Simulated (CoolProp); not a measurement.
A simple Rankine cycle with water: condensing at 319.15 K, boiler at 0.0706 MPa, turbine inlet 403.3 K, turbine efficiency 0.7, pump efficiency 0.6, no recuperator. Each further row changes one setting.

Model: reference Helmholtz-energy equation of state, Wagner 2002, in CoolProp.

```
case                             thermal efficiency (%)  net work (kJ/kg)  heat in (kJ/kg)  turbine exit temperature (K)  volume ratio over the turbine
-------------------------------  ----------------------  ----------------  ---------------  ----------------------------  -----------------------------
as stated                                           8.3               212             2550                         319.1                           5.42
turbine inlet 423.3 K                               8.4               218             2590                         319.1                           5.23
condensing temperature 311.15 K                     9.7               251             2580                         311.2                           7.97
boiler pressure 0.0494 MPa                          6.9               175             2550                         319.1                           3.85
turbine efficiency 0.6                              7.1               181             2550                         319.1                           5.49
```

The expansion ends wet for: as stated; turbine inlet 423.3 K; condensing temperature 311.15 K; boiler pressure 0.0494 MPa; turbine efficiency 0.6.
